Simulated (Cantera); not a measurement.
Charge: 1 mol B, 0.08 mol H2O, 3.5 mol H2, equilibrated at 727 °C and 2.40 bar.

Equilibrium computed with Cantera from the NASA thermochemical tables; the gas is ideal and each condensed phase is pure. Candidate condensed phases: B, B2O3, B3O3H3, H2O; 23 gas species. Equilibrium is a limit: real reactors are often held back by kinetics, nucleation or transport.

Base state: H2 0.993, B3O3H3 0.00748 (mole fractions); condensed: B(s).

Task: What changes in the equilibrium state with this change: pressure from 2.40 bar to 0.290 bar?

Result: 
```
species        before    after
------------  -------  -------
H2              0.993    0.997
B3O3H3        0.00748  0.00325
B(s), mol       0.920    0.935
B2O3(l), mol        0   0.0150
```
